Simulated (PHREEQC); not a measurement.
Consider water at 25 °C with 5.4 mmol/kgw HCl, 17 mmol/kgw Al2(SO4)3 and 53 mmol/kgw Na2SO4. It is in equilibrium with CO2 at log p = -1 (atm). Otherwise closed; pH follows from the charge balance.

All values are PHREEQC results (ion-association model, phreeqc.dat), not measurements.

This is a speciation only: nothing precipitates in the calculation.

Problem. Order these Al species by the share of Al that they hold, largest first: AlSO4+, Al+3, Al(SO4)2-.

Solution. AlSO4+ (63 %), Al(SO4)2- (30 %), Al+3 (7.0 %)

The pH is 2.78 and the ionic strength 0.187 mol/kgw. Species that the database lacks are ignored.
